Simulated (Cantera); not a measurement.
**Equilibrium for silicon epitaxy and polysilicon growth: Si2H6 + Cl2 + H2**

A closed system holds: 1 mol Si2H6, 0.27 mol Cl2, 7.7 mol H2, held at 100000 Pa.

These are equilibrium values from Cantera (NASA tables, ideal gas, pure condensed phases), not measurements of a reactor. Candidate condensed phases: Si; 19 gas species. The feed counts by its element totals alone. The tables' values for SiCl3 are old estimates; treat these amounts as uncertain. The numbers say what is thermodynamically allowed, not how fast it happens.

From 775 °C to 1075 °C the condensed part is Si(s). The main Si-bearing gas is SiHCl3 at 775 °C and SiCl2 at 1075 °C. The share of Si in condensed phases is highest at 1075 °C (96.4 %) and lowest at 775 °C (93.3 %).

```json
[
 {"T (°C)": "775", "x H2": "0.979", "x HCl": "0.00840", "x SiHCl3": "0.00612", "x SiCl4": "0.00513", "x SiCl2": "0.000134", "x SiH2Cl2": "0.000830", "x SiCl3": "0.000194", "n Si(s)": "1.87"},
 {"T (°C)": "825", "x H2": "0.977", "x HCl": "0.0118", "x SiHCl3": "0.00553", "x SiCl4": "0.00458", "x SiCl2": "0.000288", "x SiH2Cl2": "0.000799", "x SiCl3": "0.000306", "n Si(s)": "1.87"},
 {"T (°C)": "875", "x H2": "0.974", "x HCl": "0.0158", "x SiHCl3": "0.00481", "x SiCl4": "0.00388", "x SiCl2": "0.000559", "x SiH2Cl2": "0.000748", "x SiCl3": "0.000444", "n Si(s)": "1.89"},
 {"T (°C)": "925", "x H2": "0.970", "x HCl": "0.0202", "x SiHCl3": "0.00400", "x SiCl4": "0.00309", "x SiCl2": "0.000987", "x SiH2Cl2": "0.000676", "x SiCl3": "0.000587", "n Si(s)": "1.90"},
 {"T (°C)": "975", "x H2": "0.967", "x HCl": "0.0247", "x SiHCl3": "0.00312", "x SiCl4": "0.00226", "x SiCl2": "0.00158", "x SiH2Cl2": "0.000585", "x SiCl3": "0.000703", "n Si(s)": "1.91"},
 {"T (°C)": "1025", "x H2": "0.964", "x HCl": "0.0288", "x SiHCl3": "0.00227", "x SiCl4": "0.00150", "x SiCl2": "0.00229", "x SiH2Cl2": "0.000482", "x SiCl3": "0.000758", "n Si(s)": "1.92"},
 {"T (°C)": "1075", "x H2": "0.961", "x HCl": "0.0322", "x SiHCl3": "0.00153", "x SiCl4": "0.000901", "x SiCl2": "0.00302", "x SiH2Cl2": "0.000378", "x SiCl3": "0.000736", "n Si(s)": "1.93"}
]
```
x: gas mole fraction; n: condensed amount in mol.
